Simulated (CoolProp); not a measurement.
Properties of CHF3 (R23) along the isobar 0.571 MPa (Tc = 299.3 K, pc = 4.832 MPa, ω = 0.263).

Computed with CoolProp (reference Helmholtz-energy equation of state, Penoncello 2003).

| T (K) | phase | Z | cp (kJ/(kg K)) | expansivity (1/kK) | conductivity (mW/(m K)) | Prandtl number | fugacity coefficient |
|---|---|---|---|---|---|---|---|
| 228.2 | gas | 0.8724 | 0.8964 | 7.391 | 10.7 | 0.961 | 0.8883 |
| 248.4 | gas | 0.9115 | 0.7915 | 5.602 | 11.7 | 0.845 | 0.9186 |
| 268.6 | gas | 0.9346 | 0.7675 | 4.700 | 12.8 | 0.813 | 0.9383 |
| 288.8 | gas | 0.9499 | 0.7705 | 4.125 | 13.8 | 0.809 | 0.9520 |
| 309 | gas | 0.9608 | 0.7848 | 3.711 | 14.8 | 0.816 | 0.9620 |
| 329.3 | gas | 0.9688 | 0.8045 | 3.390 | 15.9 | 0.829 | 0.9695 |
| 349.5 | gas | 0.9749 | 0.8268 | 3.132 | 17.0 | 0.843 | 0.9753 |
| 369.7 | gas | 0.9796 | 0.8502 | 2.916 | 18.0 | 0.859 | 0.9799 |

Viscosity comes from a separate model (Shan 2000). Thermal conductivity comes from a separate model (Shan 2000).
